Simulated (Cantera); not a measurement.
A closed system holds: 1 mol Al, 5.1 mol HBr, 8.4 mol N2, equilibrated at 2.40 mbar.

Cantera equilibrium calculation (NASA polynomials, part measured and part estimated; ideal gas, pure solids and liquids). Candidate condensed phases: Al, AlBr3, AlN, Br2; 19 gas species. Kinetics and transport are ignored.

Question: At 848 K, list the 4 most abundant gas species with their mole fractions, and the condensed phases.

Answer: N2 0.646, HBr 0.162, H2 0.115, AlBr3 0.0769. Condensed: gas only.
